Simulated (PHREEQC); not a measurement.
A solution holds 0.0017 mol NaH2PO4, 0.14 mol KOH and 0.013 mol NaCl per kg of water, at 25 °C. Closed to the air; pH follows from the charge balance.

Computed with PHREEQC (ion-association model, wateq4f.dat).

Each row changes one thing in this solution. Precipitation was switched off in this run.

```csv
case,pH,ionic strength (mol/kgw),PO4-3 (mol/kgw),HPO4-2 (mol/kgw),KHPO4- (mol/kgw),NaHPO4- (mol/kgw)
as made,13.00,0.160,0.00161,8.68e-5,7.32e-6,7.97e-7
diluted 10-fold with water,12.08,0.0158,8.44e-5,8.41e-5,1.40e-6,1.47e-7
KOH from 0.14 to 0.21 mol/kgw,13.16,0.230,0.00164,5.21e-5,5.75e-6,4.23e-7
temperature from 25 to 80 °C,11.60,0.159,0.00113,0.000525,3.91e-5,4.26e-6
NaCl from 0.013 to 0.13 mol/kgw,12.97,0.277,0.00162,7.29e-5,5.00e-6,4.99e-6
KOH from 0.14 to 0.154 mol/kgw,13.04,0.174,0.00161,7.71e-5,6.93e-6,6.88e-7
0.0037 mol/kgw ZnI2 added,12.95,0.162,0.00160,9.55e-5,8.00e-6,8.72e-7
NaCl replaced by Na2HAsO4 at the same molality,12.94,0.211,0.00160,8.75e-5,6.65e-6,1.38e-6
```

Species that the database lacks are ignored. Some of these states are supersaturated (in Zn(OH)2-e, Zincite(c) (slow to form), for instance). H3PO4, which wateq4f.dat lacks, is added to it with the constant of phreeqc.dat. Away from 25 °C the constants follow the database's enthalpies or fits; those with neither stay at their 25 °C values. The database has no phosphate complexes of Zn.
